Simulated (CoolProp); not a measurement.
Vapour pressure (bar) of R113: the reference equation beside estimates from Tc = 487.2 K, pc = 33.92 bar, ω = 0.253. Clausius-Clapeyron is anchored at 384.7 K with a constant enthalpy of vaporisation of 22.57 kJ/mol.

Model: reference Helmholtz-energy equation of state, Marx 1992, in CoolProp.

| T (K) | reference | Clausius-Clapeyron | van der Waals | Redlich-Kwong |
|---|---|---|---|---|
| 338.6 | 1.767 | 2.172 | 6.554 | 2.791 |
| 350.1 | 2.442 | 2.826 | 7.762 | 3.686 |
| 361.6 | 3.297 | 3.617 | 9.106 | 4.770 |
| 373.2 | 4.372 | 4.568 | 10.60 | 6.075 |
| 384.7 | 5.677 | 5.677 | 12.24 | 7.596 |
| 396.3 | 7.269 | 6.980 | 14.04 | 9.378 |
| 407.8 | 9.152 | 8.467 | 15.98 | 11.41 |
| 419.3 | 11.37 | 10.16 | 18.08 | 13.72 |
| 430.9 | … | 12.10 | 20.36 | 16.35 |
| 442.4 | … | 14.25 | 22.79 | 19.28 |
| 454 | 20.54 | 16.67 | 25.42 | 22.56 |
| 465.5 | … | 19.33 | 28.20 | 26.15 |

**Question.** What belongs in the gaps?

**Answer.** 
- 430.9, reference: 14.00
- 442.4, reference: 17.02
- 465.5, reference: 24.56

Absolute difference from the reference over all 12 rows, mean and median: Clausius-Clapeyron 12.1 and 12.1 %, van der Waals 105.6 and 83.9 %, Redlich-Kwong 28.9 and 26.8 %.
